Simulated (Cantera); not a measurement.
A Cantera script and its output.

```python
import numpy as np
import cantera as ct

surf = ct.Interface("diamond.yaml", "diamond_100")
gas, bulk = surf.adjacent["gas"], surf.adjacent["diamond"]
k = surf.kinetics_species_index(bulk.species_names[0])
cover = ["c6HH", "c6H*", "c6*H", "c6**", "c6HM", "c6B"]

rows, drift = [], 0.0
print(f"{'xH':>10s}{'um/h':>11s}" + "".join(f"{s:>11s}" for s in cover))
for v in [0.0001, 0.0002, 0.00038, 0.00075, 0.0015, 0.0029, 0.0056, 0.011, 0.021]:
    T, P, xH, xCH3 = 923, 15000, v, 5.2e-05
    gas.TPX = T, P, {"H": xH, "CH3": xCH3, "CH4": 0.0024, "H2": 1 - xH - xCH3 - 0.0024}
    surf.TP = bulk.TP = T, P
    surf.coverages = "c6H*:0.1, c6HH:0.9"
    surf.advance_coverages(100.0)
    before = surf.coverages
    surf.advance_coverages(100.0)
    drift = max(drift, np.max(np.abs(surf.coverages - before) / (surf.coverages + 1e-9)))
    rate = surf.net_production_rates[k] * bulk.mean_molecular_weight / bulk.density * 3.6e9
    rows.append([rate, *surf[cover].coverages])
    print(f"{v:10.4g}{rate:11.4e}" + "".join(f"{x:11.3e}" for x in rows[-1][1:]))
```

It prints:

```
        xH       um/h       c6HH       c6H*       c6*H       c6**       c6HM        c6B
    0.0001 1.5904e+00  4.886e-01  8.273e-03  2.142e-01  2.435e-03  2.255e-01  4.316e-09
    0.0002 2.0244e+00  5.541e-01  9.683e-03  2.507e-01  3.435e-03  1.433e-01  5.493e-09
   0.00038 2.3304e+00  5.995e-01  1.064e-02  2.755e-01  4.182e-03  8.678e-02  6.324e-09
   0.00075 2.5435e+00  6.307e-01  1.131e-02  2.923e-01  4.718e-03  4.797e-02  6.902e-09
    0.0015 2.6699e+00  6.491e-01  1.171e-02  3.022e-01  5.042e-03  2.517e-02  7.245e-09
    0.0029 2.7361e+00  6.586e-01  1.195e-02  3.073e-01  5.215e-03  1.334e-02  7.425e-09
    0.0056 2.7724e+00  6.637e-01  1.213e-02  3.099e-01  5.315e-03  6.997e-03  7.523e-09
     0.011 2.7936e+00  6.665e-01  1.234e-02  3.113e-01  5.381e-03  3.588e-03  7.581e-09
     0.021 2.8074e+00  6.678e-01  1.266e-02  3.117e-01  5.436e-03  1.887e-03  7.618e-09
```

Detailed kinetics in Cantera: the Harris–Goodwin 1993 mechanism for the reconstructed diamond (100) surface.
